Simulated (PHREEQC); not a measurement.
MgCl2 is added in steps, without added water, to 1 kg of water holding 0.035 mol Cu(NO3)2, 0.21 mol HCl and 0.12 mol Na2SO4, at 25 °C. O2 is buffered at 0.21 atm. CO2 from the air is kept out. The run lets Brucite, Cu(OH)2, Brochantite, Antlerite, Atacamite, Cu2(OH)3NO3, Halite, Mirabilite, Epsomite, Chalcanthite precipitate or redissolve, and no other solid.

Base run: PHREEQC, ion-association model, wateq4f.dat. Each further column changes one thing. The table gives MgSO4 (mol/kgw).

```tsv
MgCl2 added (mol)	base	Davies equation for every ion	all activity coefficients set to 1
0	0	0	0
0.009	0.00225	0.00250	0.00554
0.021	0.00504	0.00568	0.0125
0.03	0.00700	0.00798	0.0173
0.039	0.00886	0.0102	0.0219
0.051	0.0112	0.0131	0.0277
0.06	0.0128	0.0152	0.0317
0.069	0.0144	0.0172	0.0354
0.081	0.0164	0.0198	0.0401
0.09	0.0178	0.0217	0.0434
0.099	0.0192	0.0236	0.0465
0.111	0.0209	0.0261	0.0503
0.12	0.0222	0.0279	0.0530
```

The ionic strength passes 0.7 mol/kgw, the rough limit of the ion-association models, in part of: base; Davies equation for every ion.
